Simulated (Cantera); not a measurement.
# Iron carbonyl, mercury and lead vapours: Pb + CO + H2

Input: 1 mol Pb, 3.5 mol CO, 40 mol H2, at 975 K and 0.105 Torr.

Method: chemical equilibrium by Gibbs-energy minimisation in Cantera with the NASA 1993 tables (ideal gas, pure condensed phases). Candidate condensed phases: C, C6H6, C7H8, C8H18, H2O, Pb, PbO, PbO2, Pb3O4; 113 gas species. The numbers say what is thermodynamically allowed, not how fast it happens.

The x(H2) comes out as 0.899 and the x(CO) is 0.0786. The x(Pb) is 0.0225 and the x(CH4) comes out as 9.81e-6. The x(H2O) is 8.61e-6 and the x(CO2) is 1.20e-6. The gas amount is 44.50 mol and the log10 activity of C(graphite) (absent) is -0.16. The log10 activity of Pb(l) (absent) comes out as -0.46 and the log10 activity of PbO2(s) (absent) is -26.83.
